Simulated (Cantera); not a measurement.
Input (Python, Cantera) and output of one run.

```python
import numpy as np
import cantera as ct

gas_names = [...]  # 58 gases of nasa_gas.yaml made of F, H, N, O, Si
cond_names = """
    H2O(s) H2O(L) Si(cr) Si(L) SiO2(Lqz) SiO2(hqz) SiO2(L) Si2N2O(s) Si3N4(a)
""".split()


# ... load() reads the species with a 1 bar reference pressure and builds the phases ...
atoms = {
    'SiF4': {'Si': 1, 'F': 4},
    'N2O': {'N': 2, 'O': 1},
    'H2': {'H': 2},
    'O2': {'O': 2},
}
top_T = {'Si2N2O(s)': 2100, 'Si3N4(a)': 2400}  # K; cautious upper limits of use, not melting points


# ... equilibrate(T, P, feed) seeds the gas with the atoms and calls Mixture.equilibrate('TP', solver="vcs", rtol=1e-11, max_steps=5000) ...
results = []
feed = {'SiF4': 1, 'N2O': 31, 'H2': 5.1, 'O2': 0.087}  # mol
P = 100000  # Pa
for T in [925, 1025, 1125, 1225, 1325, 1425, 1525, 1625, 1725, 1825, 1925, 2025]:
    mix = equilibrate(T, P, feed)
    results.append((T, P, feed, dict(zip(mix.species_names, mix.species_moles))))

top = {s: max(r[3][s] / sum(r[3][g] for g in gas_names) for r in results) for s in gas_names}
cols = sorted((s for s in top if top[s] > 1e-05), key=lambda s: -top[s])[:7]
seen = [c for c in cond_names if any(r[3].get(c, 0) > 1e-12 for r in results)]
print("log10 of partial pressures in bar; condensed amounts in mol")
print(f"{'T/K':>10s}" + "".join(f"{s[:9]:>10s}" for s in cols + seen))
for T, P, feed, n in results:
    ng = sum(n[g] for g in gas_names)
    print(f"{T:10.4g}" + "".join(f"{np.log10(max(n[s] / ng * P / 1e5, 1e-99)):10.3f}" for s in cols)
          + "".join(f"{n.get(c, 0):10.4g}" for c in seen))
```

It prints:

```
log10 of partial pressures in bar; condensed amounts in mol
       T/K        N2        O2       H2O        HF      SiF4        NO        OH SiO2(hqz)   SiO2(L)
       925    -0.214    -0.590    -1.107    -1.350    -2.068    -4.903    -7.659    0.5668         0
      1025    -0.215    -0.591    -1.138    -1.258    -2.232    -4.401    -6.780     0.702         0
      1125    -0.216    -0.592    -1.165    -1.197    -2.426    -3.987    -6.057    0.8091         0
      1225    -0.216    -0.593    -1.185    -1.159    -2.646    -3.641    -5.451    0.8847         0
      1325    -0.217    -0.593    -1.198    -1.136    -2.880    -3.348    -4.934    0.9327         0
      1425    -0.217    -0.594    -1.206    -1.124    -3.116    -3.095    -4.487    0.9609         0
      1525    -0.218    -0.595    -1.211    -1.117    -3.343    -2.876    -4.098    0.9768         0
      1625    -0.218    -0.595    -1.214    -1.113    -3.553    -2.683    -3.757    0.9857         0
      1725    -0.218    -0.596    -1.216    -1.111    -3.750    -2.514    -3.455         0    0.9909
      1825    -0.219    -0.598    -1.218    -1.109    -3.938    -2.363    -3.186         0    0.9941
      1925    -0.220    -0.599    -1.221    -1.109    -4.109    -2.228    -2.945         0     0.996
      2025    -0.220    -0.602    -1.224    -1.108    -4.264    -2.107    -2.729         0    0.9972
```

Cantera equilibrium calculation (NASA polynomials, part measured and part estimated; ideal gas, pure solids and liquids). The tables hold silica as quartz up to 1696 K and as liquid above; real silica turns to tridymite and cristobalite and melts near 1996 K. Gases not in the tables: Si(OH)4.
